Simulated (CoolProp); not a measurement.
Vapour-liquid equilibrium of propane (1) + n-butane (2) at 235 K; x and y are mole fractions of (1).

The numbers come from the multi-fluid Helmholtz-energy mixture model, Lemmon 2009 and Bücker 2006; pair parameters Kunz 2012 in CoolProp.

Question: Give the bubble pressure and the first vapour's composition at x = 0.05, 0.125, 0.8. Is there an azeotrope?

Answer: x = 0.05: 23.43 kPa, y = 0.245; x = 0.125: 30.82 kPa, y = 0.469; x = 0.8: 99.49 kPa, y = 0.961. No azeotrope shows between x = 0.05 and 0.95.

The pair parameters rest on a limited set of measurements; away from them the model extrapolates.
